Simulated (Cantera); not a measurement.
**Diamond growth**

A diamond (100) surface in a fixed gas of H2 with x(CH4) = 0.011, x(H) = 0.00063, at 1198 K, 51.8 Torr; coverages are run to steady state.

Model: the Harris–Goodwin 1993 mechanism for the reconstructed diamond (100) surface, integrated in Cantera.

| x(CH3) | growth (µm/h) | θ c6HH | θ c6H* | θ c6*H | θ c6** | θ c6HM |
|---|---|---|---|---|---|---|
| 1e-06 | 0.00694 | 0.479 | 0.0362 | 0.465 | 0.0194 | 2.18e-5 |
| 2.7e-06 | 0.0187 | 0.479 | 0.0362 | 0.465 | 0.0194 | 5.88e-5 |
| 7.5e-06 | 0.0520 | 0.479 | 0.0362 | 0.465 | 0.0194 | 0.000163 |
| 2.1e-05 | 0.145 | 0.478 | 0.0362 | 0.465 | 0.0193 | 0.000456 |
| 5.6e-05 | 0.384 | 0.478 | 0.0361 | 0.464 | 0.0191 | 0.00121 |
| 0.00015 | 1.01 | 0.476 | 0.0360 | 0.462 | 0.0186 | 0.00321 |
| 0.00042 | 2.68 | 0.471 | 0.0356 | 0.457 | 0.0172 | 0.00872 |
| 0.0012 | 6.74 | 0.459 | 0.0345 | 0.443 | 0.0142 | 0.0231 |
| 0.0032 | 14.1 | 0.435 | 0.0324 | 0.416 | 0.00957 | 0.0537 |
θ: site fractions in the mechanism's names (c6HH fully hydrogenated, c6H* and c6*H radical sites, c6** diradical, c6HM methylated).
